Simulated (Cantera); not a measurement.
Input (Python, Cantera) and output of one run.

```python
import numpy as np
import cantera as ct

gas_names = [...]  # 113 gases of nasa_gas.yaml made of C, H, O, Pb
cond_names = """
    C(gr) C6H6(L) C7H8(L) C8H18(L),n-octa H2O(s) H2O(L) Pb(cr) Pb(L) PbO(rd) PbO(yw) PbO(L) PbO2(s)
    Pb3O4(s)
""".split()


# ... load() reads the species with a 1 bar reference pressure and builds the phases ...
atoms = {
    'Pb': {'Pb': 1},
    'CO': {'C': 1, 'O': 1},
    'H2': {'H': 2},
    'H2O': {'H': 2, 'O': 1},
}
top_T = {'C(gr)': 4500, 'Pb3O4(s)': 820}  # K; cautious upper limits of use, not melting points


# ... equilibrate(T, P, feed) seeds the gas with the atoms and calls Mixture.equilibrate('TP', solver="vcs", rtol=1e-11, max_steps=5000) ...
results = []
feed = {'Pb': 1, 'CO': 9.9, 'H2': 19, 'H2O': 6.8}  # mol
T = 1948.15  # K
P = 94  # Pa
mix = equilibrate(T, P, feed)
results.append((T, P, feed, dict(zip(mix.species_names, mix.species_moles))))
x = sorted(zip(gas.X, gas.species_names), reverse=True)
print(f"T = {T:g} K  P = {P:g} Pa  gas = {mix.phase_moles(0):.4g} mol")
print("   x: " + "  ".join(f"{s} {v:.3e}" for v, s in x if v > 1e-05))
print("   condensed (mol): " + ("  ".join(f"{mix.phase(i).name} {mix.phase_moles(i):.4g}"
      for i in range(1, mix.n_phases) if mix.phase_moles(i) > 1e-12) or "none"))
```

It prints:

```
T = 1948.15 K  P = 94 Pa  gas = 37.21 mol
   x: H2 5.158e-01  CO 2.481e-01  H2O 1.640e-01  Pb 2.684e-02  H 2.650e-02  CO2 1.796e-02  OH 7.622e-04  PbO 3.185e-05  O 2.902e-05
   condensed (mol): none
```

Equilibrium computed with Cantera from the NASA thermochemical tables; the gas is ideal and each condensed phase is pure.
